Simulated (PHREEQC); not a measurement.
A solution holds 190 mmol/kgw NaHSO4 and 0.086 mmol/kgw NaOH, at 20 °C. Closed to the air; pH follows from the charge balance.

Equilibrium calculation in PHREEQC: ion-association model, wateq4f.dat.

Problem. The ionic strength comes out as 0.315 mol/kgw. What activity coefficients do NaSO4-, H+, SO4-2, Na+, HSO4- get?

Solution. NaSO4- 0.72, H+ 0.78, SO4-2 0.25, Na+ 0.72, HSO4- 0.70.

Precipitation was switched off in this run. Complexes and solids missing from the database can't appear.
